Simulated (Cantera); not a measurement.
Silicon nitride deposition: SiH4 + N2 + H2 + NH3

Charge: 1 mol SiH4, 1.1 mol N2, a varied amount of H2, 1.5 mol NH3, equilibrated at 0.00770 bar.

These are equilibrium values from Cantera (NASA tables, ideal gas, pure condensed phases), not measurements of a reactor. Candidate condensed phases: Si, Si3N4; 18 gas species. Mutual solubility and eutectic melting of coexisting phases are not modelled. Equilibrium is a limit: real reactors are often held back by kinetics, nucleation or transport.

### Question
Map the stable condensed phases over T = 752, 802, 852, 902, 952, 1002, 1052, 1102, 1152, 1202, 1252, 1302, 1352, 1402 °C and n(H2) in mol = 7, 17, 28, 38, 49, 59, 69, 80.

### Answer
```
T in °C \ n(H2) in mol
          7 17 28 38 49 59 69 80
   1402   A  B  B  B  B  B  B  B
   1352   C  A  B  B  B  B  B  B
   1302   C  C  C  C  A  A  B  B
   1252   C  C  C  C  C  C  C  C
   1202   C  C  C  C  C  C  C  C
   1152   C  C  C  C  C  C  C  C
   1102   C  C  C  C  C  C  C  C
   1052   C  C  C  C  C  C  C  C
   1002   C  C  C  C  C  C  C  C
    952   C  C  C  C  C  C  C  C
    902   C  C  C  C  C  C  C  C
    852   C  C  C  C  C  C  C  C
    802   C  C  C  C  C  C  C  C
    752   C  C  C  C  C  C  C  C
```
A: Si + Si3N4; B: Si; C: Si3N4.
